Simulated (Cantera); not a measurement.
A perfectly stirred reactor is fed with H2 : O2 : N2 = 1 : 0.278 : 1.04 (molar parts), at 0.503 atm; it is adiabatic with a 325 K inlet, and is followed from long to short residence time, starting on the burning branch (τ in s: 0.11, 0.051, 0.024, 0.011, 0.005, 0.0023, 0.0011, 0.00049, 0.00022, 0.0001, 4.8e-05, 2.2e-05, 1e-05).

Detailed kinetics in Cantera: GRI-Mech 3.0 (53 species, 325 reactions).

### Question
What does this change do: inlet temperature 325 to 398 K?

### Answer
```csv
quantity,before,after
"blow-out, bracketed by the residence times tried","burning at 48.0 µs, out at 22.0 µs","burning at 48.0 µs, out at 22.0 µs"
x(H2) at τ = 0.110 s,0.214,0.214
x(O2) at τ = 0.110 s,3.62e-5,3.70e-5
x(HO2) at τ = 0.110 s,1.50e-8,1.60e-8
x(NO) at τ = 0.110 s,2.31e-5,3.70e-5
x(H2O2) at τ = 0.110 s,5.37e-9,5.45e-9
x(H2) at τ = 1.10 ms,0.191,0.191
x(O2) at τ = 1.10 ms,0.00104,0.00107
x(HO2) at τ = 1.10 ms,4.42e-7,4.40e-7
x(NO) at τ = 1.10 ms,1.40e-5,1.66e-5
x(H2O2) at τ = 1.10 ms,1.51e-7,1.37e-7
```

### Question
What does this change do: O2 0.278 to 0.35 parts?

### Answer
```csv
quantity,before,after
"blow-out, bracketed by the residence times tried","burning at 48.0 µs, out at 22.0 µs","burning at 48.0 µs, out at 22.0 µs"
x(H2) at τ = 0.110 s,0.214,0.144
x(O2) at τ = 0.110 s,3.62e-5,0.000278
x(HO2) at τ = 0.110 s,1.50e-8,1.37e-7
x(NO) at τ = 0.110 s,2.31e-5,0.000478
x(H2O2) at τ = 0.110 s,5.37e-9,2.55e-8
x(H2) at τ = 1.10 ms,0.191,0.134
x(O2) at τ = 1.10 ms,0.00104,0.00375
x(HO2) at τ = 1.10 ms,4.42e-7,1.40e-6
x(NO) at τ = 1.10 ms,1.40e-5,6.29e-5
x(H2O2) at τ = 1.10 ms,1.51e-7,1.66e-7
```
